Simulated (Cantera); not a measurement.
Input (Python, Cantera):

```python
import numpy as np
import cantera as ct

gas = ct.Solution("h2o2.yaml")
gas.TPX = 1125, 1333, {'H2': 0.018, 'O2': 1, 'N2': 0.46}
reactor = ct.IdealGasConstPressureReactor(gas, energy="off", clone=False)
net = ct.ReactorNet([reactor])
net.rtol, net.atol = 1e-08, 1e-18
show = ['H2', 'O2', 'HO2', 'H', 'H2O']
times = np.geomspace(2e-05, 20, 9)

steps = ct.SolutionArray(gas, extra=["t"])
rows = []
print(f"{'t/s':>10s}{'T/K':>9s}{'P/Pa':>11s}" + "".join(f"{s:>11s}" for s in show))
for t in times:
    while net.time < t:
        t_next = net.step()
        steps.append(gas.state, t=t_next)
    rows.append([np.interp(t, steps.t, y) for y in (steps.T, steps.P, *steps(*show).X.T)])
    print(f"{t:10.3e}{rows[-1][0]:9.1f}{rows[-1][1]:11.4g}" + "".join(f"{x:11.3e}" for x in rows[-1][2:]))
rate = np.gradient(steps.T, steps.t)
print("integrator steps:", len(steps.t))
if steps.T.max() > steps.T[0] + 200:
    print(f"time of steepest temperature rise: {steps.t[rate.argmax()]:.4e} s")
gas.TPX = 1125, 1333, {'H2': 0.018, 'O2': 1, 'N2': 0.46}
gas.equilibrate("TP")
print(f"equilibrium (TP): T = {gas.T:.1f} K  " + "  ".join(f"{s} {gas[s].X[0]:.3e}" for s in show))
```

It prints:

```
       t/s      T/K       P/Pa         H2         O2        HO2          H        H2O
 2.000e-05   1125.0       1333  1.218e-02  6.766e-01  3.329e-11  2.987e-11  7.673e-14
 1.125e-04   1125.0       1333  1.218e-02  6.766e-01  1.875e-10  1.153e-10  1.037e-11
 6.325e-04   1125.0       1333  1.218e-02  6.766e-01  1.060e-09  4.626e-10  8.626e-10
 3.557e-03   1125.0       1333  1.218e-02  6.766e-01  8.119e-09  7.317e-08  4.136e-07
 2.000e-02   1125.0       1333  1.057e-04  6.668e-01  1.416e-06  9.639e-04  1.123e-02
 1.125e-01   1125.0       1333  4.135e-05  6.709e-01  1.015e-06  2.918e-04  1.179e-02
 6.325e-01   1125.0       1333  4.877e-06  6.741e-01  3.503e-07  1.184e-05  1.216e-02
 3.557e+00   1125.0       1333  2.441e-07  6.746e-01  4.579e-08  1.384e-07  1.223e-02
 2.000e+01   1125.0       1333  1.605e-08  6.746e-01  4.602e-09  2.422e-09  1.225e-02
integrator steps: 1733
equilibrium (TP): T = 1125.0 K  H2 3.135e-10  O2 6.746e-01  HO2 1.572e-09  H 6.859e-12  H2O 1.225e-02
```

Detailed kinetics in Cantera: the H2/O2 subset of GRI-Mech 3.0, which has no nitrogen chemistry. Radical loss at walls, strong at low pressure, is not modelled.
